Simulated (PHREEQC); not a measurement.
Consider water at 38 °C and 100 atm with 7.4 mol KOH and 0.3 mol CaCl2 per kg of water. Closed to the air; pH follows from the charge balance.

Computed with PHREEQC (Pitzer model, pitzer.dat).

Task: The ionic strength comes out as 8.30 mol/kgw. What activity coefficients do OH-, Ca+2, K+, Cl- get?

Result: OH- 6.4, Ca+2 2.8e-5, K+ 1.4, Cl- 0.68. Single-ion values are on the MacInnes scale.

This is a speciation only: nothing precipitates in the calculation. Complexes and solids missing from the database can't appear. In brines, pH and single-ion activities rest on the MacInnes convention. Under pressure, the constants of complexes without a molar volume in the database are unreliable. Constants without temperature data keep their 25 °C values here.
